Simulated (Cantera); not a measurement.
Cantera run:

```python
import numpy as np
import cantera as ct

gas_names = """
    O PbO F2
""".split()
cond_names = """
    PbF2(a) PbF2(b) PbF2(L)
""".split()


# ... load() reads the species with a 1 bar reference pressure and builds the phases ...
species = {s.name: s for s in load("nasa_gas.yaml", gas_names) + load("nasa_condensed.yaml", cond_names)}
# Each term lists the table entries of one substance; the one whose range holds T is used.
reactions = {
    'O(g) + PbF2 = PbO(g) + F2(g)':
        [(-1, ['O']), (-1, ['PbF2(a)', 'PbF2(b)', 'PbF2(L)']), (1, ['PbO']), (1, ['F2'])],
}


def pick(names, T):
    return next(species[n] for n in names if species[n].thermo.min_temp <= T <= species[n].thermo.max_temp)


results = []
for label, terms in reactions.items():
    print(label)
    print("     T/K   dH/kJ  dS/(J/K)   dG/kJ   log10 K")
    for T in [1398, 1473, 1548, 1623, 1698]:
        used = [(nu, pick(names, T)) for nu, names in terms]
        dH = sum(nu * s.thermo.h(T) for nu, s in used) / 1e6
        dS = sum(nu * s.thermo.s(T) for nu, s in used) / 1e3
        dG = dH - T * dS / 1e3
        logK = -dG * 1e6 / (ct.gas_constant * T * np.log(10))
        results.append((label, T, dH, dS, dG, logK, [s.name for _, s in used]))
        print(f"{T:8g} {dH:8.1f} {dS:8.1f} {dG:8.1f} {logK:8.2f}")
```

It prints:

```
O(g) + PbF2 = PbO(g) + F2(g)
     T/K   dH/kJ  dS/(J/K)   dG/kJ   log10 K
    1398    429.5     83.7    312.5   -11.67
    1473    425.4     80.9    306.3   -10.86
    1548    421.4     78.2    300.3   -10.13
    1623    417.3     75.6    294.6    -9.48
    1698    413.3     73.2    289.0    -8.89
```

Standard-state values (1 bar) from the NASA 1993 polynomials, evaluated with Cantera. Condensed species are held in their standard states even where they would react or evaporate.
